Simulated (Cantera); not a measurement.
## Transport properties of process gases

Gas mixture: 100 % CO, at 0.00197 atm, frozen composition.

Cantera's kinetic-theory transport with the Lennard-Jones parameters of GRI-Mech 3.0, ideal gas; thermal conductivity in the multicomponent form.

```json
[
 {"T (K)": "400", "ρ (kg/m³)": "0.00168", "cp (J/kg/K)": "1049", "μ (µPa s)": "22.0", "λ (mW/m/K)": "31.9", "Pr": "0.722", "D (cm²/s) C₂H₂": "141", "D (cm²/s) H₂": "637", "D (cm²/s) CH₃": "188"},
 {"T (K)": "550", "ρ (kg/m³)": "0.00123", "cp (J/kg/K)": "1074", "μ (µPa s)": "27.4", "λ (mW/m/K)": "41.0", "Pr": "0.719", "D (cm²/s) C₂H₂": "247", "D (cm²/s) H₂": "1090", "D (cm²/s) CH₃": "327"},
 {"T (K)": "700", "ρ (kg/m³)": "0.000963", "cp (J/kg/K)": "1112", "μ (µPa s)": "32.3", "λ (mW/m/K)": "50.0", "Pr": "0.717", "D (cm²/s) C₂H₂": "373", "D (cm²/s) H₂": "1620", "D (cm²/s) CH₃": "493"},
 {"T (K)": "850", "ρ (kg/m³)": "0.000793", "cp (J/kg/K)": "1152", "μ (µPa s)": "36.7", "λ (mW/m/K)": "59.0", "Pr": "0.716", "D (cm²/s) C₂H₂": "519", "D (cm²/s) H₂": "2240", "D (cm²/s) CH₃": "683"},
 {"T (K)": "1000", "ρ (kg/m³)": "0.000674", "cp (J/kg/K)": "1184", "μ (µPa s)": "40.8", "λ (mW/m/K)": "67.5", "Pr": "0.716", "D (cm²/s) C₂H₂": "683", "D (cm²/s) H₂": "2940", "D (cm²/s) CH₃": "898"},
 {"T (K)": "1150", "ρ (kg/m³)": "0.000586", "cp (J/kg/K)": "1211", "μ (µPa s)": "44.7", "λ (mW/m/K)": "75.7", "Pr": "0.715", "D (cm²/s) C₂H₂": "864", "D (cm²/s) H₂": "3700", "D (cm²/s) CH₃": "1130"},
 {"T (K)": "1300", "ρ (kg/m³)": "0.000518", "cp (J/kg/K)": "1234", "μ (µPa s)": "48.4", "λ (mW/m/K)": "83.5", "Pr": "0.715", "D (cm²/s) C₂H₂": "1060", "D (cm²/s) H₂": "4540", "D (cm²/s) CH₃": "1390"}
]
```
D: mixture-averaged diffusion coefficient of that species in the mixture.
